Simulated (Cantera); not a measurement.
What does this Cantera script print?

```python
import numpy as np
import cantera as ct

gas_names = """
    Ca CaF CaF2 CaO Ca2 F FO FO2 F2 F2O O O2 O3
""".split()
cond_names = """
    Ca(a) Ca(b) Ca(L) CaF2(a) CaF2(b) CaF2(L) CaO(s) CaO(L)
""".split()


# ... load() reads the species with a 1 bar reference pressure and builds the phases ...
atoms = {
    'CaO': {'Ca': 1, 'O': 1},
    'F2': {'F': 2},
    'O2': {'O': 2},
}
top_T = {}  # K; cautious upper limits of use, not melting points


# ... equilibrate(T, P, feed) seeds the gas with the atoms and calls Mixture.equilibrate('TP', solver="vcs", rtol=1e-11, max_steps=5000) ...
results = []
feed = {'CaO': 1, 'F2': 2.6, 'O2': 6.4}  # mol
P = 1333.22  # Pa
for T in [923, 998, 1073, 1148, 1223, 1298, 1373, 1448, 1523, 1598]:
    mix = equilibrate(T, P, feed)
    results.append((T, P, feed, dict(zip(mix.species_names, mix.species_moles))))
    x = sorted(zip(gas.X, gas.species_names), reverse=True)
    print(f"T = {T:g} K  P = {P:g} Pa  gas = {mix.phase_moles(0):.4g} mol")
    print("   x: " + "  ".join(f"{s} {v:.3e}" for v, s in x if v > 1e-05))
    print("   condensed (mol): " + ("  ".join(f"{mix.phase(i).name} {mix.phase_moles(i):.4g}"
          for i in range(1, mix.n_phases) if mix.phase_moles(i) > 1e-12) or "none"))
```

It prints:

```
T = 923 K  P = 1333.22 Pa  gas = 9.069 mol
   x: O2 7.608e-01  F 1.255e-01  F2 1.137e-01  FO2 2.014e-05
   condensed (mol): CaF2(a) 1
T = 998 K  P = 1333.22 Pa  gas = 9.497 mol
   x: O2 7.265e-01  F 2.099e-01  F2 6.350e-02  FO2 1.639e-05
   condensed (mol): CaF2(a) 1
T = 1073 K  P = 1333.22 Pa  gas = 9.838 mol
   x: O2 7.013e-01  F 2.721e-01  F2 2.657e-02  FO2 1.147e-05
   condensed (mol): CaF2(a) 1
T = 1148 K  P = 1333.22 Pa  gas = 10 mol
   x: O2 6.898e-01  F 3.006e-01  F2 9.659e-03
   condensed (mol): CaF2(a) 1
T = 1223 K  P = 1333.22 Pa  gas = 10.06 mol
   x: O2 6.856e-01  F 3.108e-01  F2 3.562e-03
   condensed (mol): CaF2(a) 1
T = 1298 K  P = 1333.22 Pa  gas = 10.09 mol
   x: O2 6.841e-01  F 3.144e-01  F2 1.418e-03
   condensed (mol): CaF2(a) 1
T = 1373 K  P = 1333.22 Pa  gas = 10.09 mol
   x: O2 6.836e-01  F 3.158e-01  F2 6.163e-04
   condensed (mol): CaF2(a) 0.9999
T = 1448 K  P = 1333.22 Pa  gas = 10.1 mol
   x: O2 6.833e-01  F 3.163e-01  F2 2.902e-04  CaF2 5.180e-05  O 1.397e-05
   condensed (mol): CaF2(b) 0.9995
T = 1523 K  P = 1333.22 Pa  gas = 10.1 mol
   x: O2 6.831e-01  F 3.165e-01  CaF2 2.647e-04  F2 1.468e-04  O 3.949e-05
   condensed (mol): CaF2(b) 0.9973
T = 1598 K  P = 1333.22 Pa  gas = 10.11 mol
   x: O2 6.824e-01  F 3.163e-01  CaF2 1.140e-03  O 1.013e-04  F2 7.887e-05  FO 1.011e-05
   condensed (mol): CaF2(b) 0.9885
```

Cantera equilibrium calculation (NASA polynomials, part measured and part estimated; ideal gas, pure solids and liquids).
